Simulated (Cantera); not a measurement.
A perfectly stirred reactor is fed with N₂O : H₂ : N₂ = 1 : 0.034 : 1.1 (molar parts), at 101000 Pa; it is held at 1450 K, and followed from long to short residence time.

Detailed kinetics in Cantera: GRI-Mech 3.0 (53 species, 325 reactions). GRI-Mech 3.0 was tuned for natural gas; its chemistry of N2O as a main component is partial and can be far from experiment. The temperature is held fixed by assumption; the heat of reaction is taken as removed at once.

**Question.** What does this change do: N2 1.1 to 4.1 parts?

**Answer.** 
```tsv
quantity	before	after
x(N₂O) at τ = 16.0 s	0.00137	0.000660
x(H₂) at τ = 16.0 s	7.92e-7	5.71e-7
x(H₂O₂) at τ = 16.0 s	3.18e-9	1.49e-9
x(NO) at τ = 16.0 s	0.0126	0.00593
x(H₂O) at τ = 16.0 s	0.0130	0.00604
x(N₂O) at τ = 59.0 ms	0.153	0.0695
x(H₂) at τ = 59.0 ms	6.29e-5	4.05e-5
x(H₂O₂) at τ = 59.0 ms	2.11e-8	1.05e-8
x(NO) at τ = 59.0 ms	0.0409	0.0181
x(H₂O) at τ = 59.0 ms	0.0139	0.00619
```

**Question.** What does this change do: pressure from 101000 Pa to 15000 Pa?

**Answer.** 
```csv
quantity,before,after
x(N₂O) at τ = 16.0 s,0.00137,0.00653
x(H₂) at τ = 16.0 s,7.92e-7,2.60e-6
x(H₂O₂) at τ = 16.0 s,3.18e-9,1.98e-9
x(NO) at τ = 16.0 s,0.0126,0.0432
x(H₂O) at τ = 16.0 s,0.0130,0.0130
x(N₂O) at τ = 59.0 ms,0.153,0.335
x(H₂) at τ = 59.0 ms,6.29e-5,0.000331
x(H₂O₂) at τ = 59.0 ms,2.11e-8,8.06e-9
x(NO) at τ = 59.0 ms,0.0409,0.0187
x(H₂O) at τ = 59.0 ms,0.0139,0.0148
```
